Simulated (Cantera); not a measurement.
## Equilibrium for thermal oxidation and active oxidation of silicon: Si + CO2 + H2 + N2O

A closed system holds: 1 mol Si, 3.9 mol CO2, 2.9 mol H2, 2.1 mol N2O, equilibrated at 1.10 bar.

Method: chemical equilibrium by Gibbs-energy minimisation in Cantera with the NASA 1993 tables (ideal gas, pure condensed phases). Candidate condensed phases: C, C6H6, C7H8, C8H18, H2O, Si, SiC, SiO2, Si2N2O, Si3N4; 151 gas species. The tables hold silica as quartz up to 1696 K and as liquid above; real silica turns to tridymite and cristobalite and melts near 1996 K. Gases not in the tables: Si(OH)4. Kinetics and transport are ignored.

```
T (°C)  x H2O   x CO   x N2  x CO2    x H2  n SiO2(β-quartz)  n SiO2(condensed)  n SiO2(l)
------  -----  -----  -----  -----  ------  ----------------  -----------------  ---------
1177    0.230  0.219  0.236  0.220  0.0961              1.00                  0          0
1277    0.236  0.225  0.236  0.213  0.0894              1.00                  0          0
1377    0.242  0.231  0.236  0.207  0.0838              1.00                  0          0
1477    0.247  0.235  0.236  0.203  0.0791                 0              1.000          0
1577    0.251  0.239  0.236  0.199  0.0751                 0              1.000          0
1677    0.254  0.243  0.236  0.195  0.0717                 0              1.000          0
1777    0.257  0.246  0.236  0.192  0.0687                 0                  0      1.000
```
x: gas mole fraction; n: condensed amount in mol.

From 1177 °C to 1377 °C the condensed part is SiO2(β-quartz). From 1477 °C to 1677 °C the condensed part is SiO2(condensed). At 1777 °C the condensed part is SiO2(l).
